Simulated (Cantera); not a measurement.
Input (Python, Cantera) and output of one run.

```python
import numpy as np
import cantera as ct

gas_names = """
    AL ALO ALO2 AL2 AL2O AL2O2 O O2 O3
""".split()
cond_names = """
    AL(cr) AL(L) AL2O3(a) AL2O3(L)
""".split()


# ... load() reads the species with a 1 bar reference pressure and builds the phases ...
atoms = {
    'Al2O3': {'AL': 2, 'O': 3},
    'O2': {'O': 2},
}
top_T = {}  # K; cautious upper limits of use, not melting points


# ... equilibrate(T, P, feed) seeds the gas with the atoms and calls Mixture.equilibrate('TP', solver="vcs", rtol=1e-11, max_steps=5000) ...
results = []
feed = {'Al2O3': 1, 'O2': 0.2}  # mol
P = 1333.22  # Pa
for T in [1373, 1473, 1573, 1673, 1773, 1873, 1973, 2073, 2173, 2273, 2373, 2473]:
    mix = equilibrate(T, P, feed)
    results.append((T, P, feed, dict(zip(mix.species_names, mix.species_moles))))

top = {s: max(r[3][s] / sum(r[3][g] for g in gas_names) for r in results) for s in gas_names}
cols = sorted((s for s in top if top[s] > 1e-06), key=lambda s: -top[s])[:7]
seen = [c for c in cond_names if any(r[3].get(c, 0) > 1e-12 for r in results)]
print("log10 of partial pressures in bar; condensed amounts in mol")
print(f"{'T/K':>10s}" + "".join(f"{s[:9]:>10s}" for s in cols + seen))
for T, P, feed, n in results:
    ng = sum(n[g] for g in gas_names)
    print(f"{T:10.4g}" + "".join(f"{np.log10(max(n[s] / ng * P / 1e5, 1e-99)):10.3f}" for s in cols)
          + "".join(f"{n.get(c, 0):10.4g}" for c in seen))
```

Output:

```
log10 of partial pressures in bar; condensed amounts in mol
       T/K        O2         O       ALO      ALO2  AL2O3(a)  AL2O3(L)
      1373    -1.875    -7.148   -21.614   -20.100         1         0
      1473    -1.875    -6.492   -19.318   -18.184         1         0
      1573    -1.875    -5.919   -17.317   -16.514         1         0
      1673    -1.875    -5.414   -15.559   -15.046         1         0
      1773    -1.875    -4.965   -14.001   -13.747         1         0
      1873    -1.876    -4.564   -12.612   -12.589         1         0
      1973    -1.877    -4.204   -11.366   -11.551         1         0
      2073    -1.879    -3.879   -10.241   -10.615         1         0
      2173    -1.884    -3.585    -9.221    -9.768         1         0
      2273    -1.891    -3.318    -8.292    -8.998         1         0
      2373    -1.903    -3.077    -7.465    -8.320         0         1
      2473    -1.923    -2.859    -6.733    -7.730         0         1
```

Method: chemical equilibrium by Gibbs-energy minimisation in Cantera with the NASA 1993 tables (ideal gas, pure condensed phases).
